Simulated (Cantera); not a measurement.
A closed system holds: 1 mol Al(CH3)3, 3.5 mol N2O, 10 mol N2, 0.011 mol CO2, at 2100 Pa.

Equilibrium computed with Cantera from the NASA thermochemical tables; the gas is ideal and each condensed phase is pure. Candidate condensed phases: Al, AlN, Al2O3, C, C6H6, C7H8, C8H18, H2O; 148 gas species. The feed counts by its element totals alone. The tables' values for AlOH are old estimates; treat these amounts as uncertain. Kinetics and transport are ignored.

At 2048 K, list the 7 most abundant gas species with their mole fractions, and the condensed phases.

N2 0.623, H2 0.204, CO 0.139, Al 0.0140, Al2O 0.0122, H 0.00698, AlH 0.000231. Condensed: Al2O3(s).
